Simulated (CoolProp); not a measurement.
Vapour-liquid equilibrium of C2F6 (R116) (1) + R22 (2) at 9.02 bar; x and y are mole fractions of (1).

The numbers come from the multi-fluid Helmholtz-energy mixture model, Lemmon 2006 and Kamei 1995; pair parameters Bell 2016 in CoolProp.

Problem. Give the bubble temperature and the first vapour's composition at x = 0.25, 0.55, 0.75. Is there an azeotrope?

Solution. x = 0.25: 260.4 K, y = 0.664; x = 0.55: 253.3 K, y = 0.777; x = 0.75: 250.6 K, y = 0.845. No azeotrope shows between x = 0.05 and 0.95.

The pair parameters rest on a limited set of measurements; away from them the model extrapolates. With so large a gap from Raoult's law the liquid may split in two, which this calculation doesn't test in full.
